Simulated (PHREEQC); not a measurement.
Make-up at 25 °C: 0.029 mol HF, 0.0001 mol KF and 0.00096 mol H2SiF6 per kg of water. It is in equilibrium with CO2 at log p = -3.4 (atm). Otherwise closed; pH follows from the charge balance.

Equilibrium calculation in PHREEQC: ion-association model, wateq4f.dat.

No solid was allowed to form.

Task: Order these F species by the share of F that they hold, largest first: F-, HF, SiF6-2, H2F2, HF2-.

Result: HF (65 %), SiF6-2 (17 %), F- (9.4 %), H2F2 (7.6 %), HF2- (1.6 %)

The pH is 2.30 and the ionic strength 0.00645 mol/kgw. wateq4f.dat counts part of the HF as a dimer, H2F2, which phreeqc.dat doesn't know; its constant is uncertain. SiF6-2 is the database's only silicon fluoride.
